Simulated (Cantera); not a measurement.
Charge: 1 mol Fe₂O₃, 0.31 mol O₂, 2.4 mol H₂S, at 1075 K and 1330 Pa.

Method: chemical equilibrium by Gibbs-energy minimisation in Cantera with the NASA 1993 tables (ideal gas, pure condensed phases). Candidate condensed phases: Fe, FeO, Fe(OH)₂, Fe(OH)₃, FeS, FeSO₄, FeS₂, Fe₂O₃, Fe₂(SO₄)₃, Fe₃O₄, H₂O, H₂SO₄, S; 22 gas species. Mutual solubility and eutectic melting of coexisting phases are not modelled. FeS: taken at fixed stoichiometry. Gases not in the tables: S₃ to S₇. Equilibrium is a limit: real reactors are often held back by kinetics, nucleation or transport.

Base state: H₂O 0.792, SO₂ 0.165, S₂ 0.0192, H₂S 0.0115, H₂ 0.0113, S₂O 0.000402, SO 8.14e-5, SH 2.25e-5 (mole fractions); condensed: FeS(s) + Fe₃O₄(s).

Q: What changes in the equilibrium state with this change: temperature from 1075 K to 1550 K?

A: 
```tsv
species	before	after
H₂O	0.792	0.548
H₂	0.0113	0.161
S₂	0.0192	0.143
H₂S	0.0115	0.0202
SO₂	0.165	0.116
Fe(OH)₂	2.52e-8	1.35e-5
H	1.35e-8	0.000109
S	5.09e-8	0.000233
OH	3.59e-9	1.25e-5
SH	2.25e-5	0.00297
FeS(s), mol	1.76	0
Fe₃O₄(s), mol	0.0785	0
FeO(s), mol	0	1.03
FeS(l), mol	0	0.972
```
Metal and sulfide melt together well below either melting point, which pure phases cannot show. The tables' stoichiometric FeO is somewhat more stable than real wüstite, so its field is too wide. FeO, FeS: taken at fixed stoichiometry.

Q: What changes in the equilibrium state with this change: pressure from 1330 Pa to 3300 Pa?

A: 
```csv
species,before,after
H₂O,0.792,0.795
SO₂,0.165,0.167
S₂,0.0192,0.0161
H₂,0.0113,0.00860
H₂S,0.0115,0.0127
SO,8.14e-5,6.25e-5
SH,2.25e-5,1.81e-5
S₂O,0.000402,0.000445
"FeS(s), mol",1.76,1.77
"Fe₃O₄(s), mol",0.0785,0.0751
```
